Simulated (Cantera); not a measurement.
Mixture: CH₃OH : O₂ : N₂ : CO₂ = 1 : 1.58 : 5.94 : 0.22 (molar parts), at 5250 Torr, adiabatic and at constant pressure. Ignition delay is the time to a rise of 400 K.

Detailed kinetics in Cantera: GRI-Mech 3.0 (53 species, 325 reactions). GRI-Mech 3.0 was tuned for natural gas; its chemistry of methanol as a main component is partial and can be far from experiment.

**Question.** What does this change do: 0.087 parts H2 added?

**Answer.** 
```
quantity                                                before       after
--------------------------------------------------  ----------  ----------
delay at 1123 K                                        7.79 ms     6.28 ms
delay at 1223 K                                        1.34 ms     1.20 ms
delay at 1323 K                                       0.309 ms    0.291 ms
delay at 1423 K                                        92.0 µs     88.3 µs
delay at 1523 K                                        33.9 µs     32.9 µs
delay at 1623 K                                        14.8 µs     14.4 µs
delay at 1723 K                                        7.31 µs     7.14 µs
apparent activation energy between 1523 and 1723 K  170 kJ/mol  170 kJ/mol
```

**Question.** What does this change do: pressure from 5250 Torr to 465 Torr?

**Answer.** 
```csv
quantity,before,after
delay at 1123 K,7.79 ms,57.5 ms
delay at 1223 K,1.34 ms,10.3 ms
delay at 1323 K,0.309 ms,2.47 ms
delay at 1423 K,92.0 µs,0.765 ms
delay at 1523 K,33.9 µs,0.292 ms
delay at 1623 K,14.8 µs,0.131 ms
delay at 1723 K,7.31 µs,66.3 µs
apparent activation energy between 1523 and 1723 K,170 kJ/mol,160 kJ/mol
```
